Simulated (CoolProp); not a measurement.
Model: reference Helmholtz-energy equation of state, Wu 2011, in CoolProp.

Problem. Give the vapour pressure (bar), vapour density (kg/m³), enthalpy of vaporisation (kJ/kg), surface tension (mN/m) of saturated dimethyl ether at 282.4 K.

Solution. 
```
T (K)  p (bar)  vapour density (kg/m³)  enthalpy of vaporisation (kJ/kg)  surface tension (mN/m)
-----  -------  ----------------------  --------------------------------  ----------------------
282.4     3.64                    7.82                               423                    13.6
```

Surface tension comes from a separate correlation (Mulero 2012).
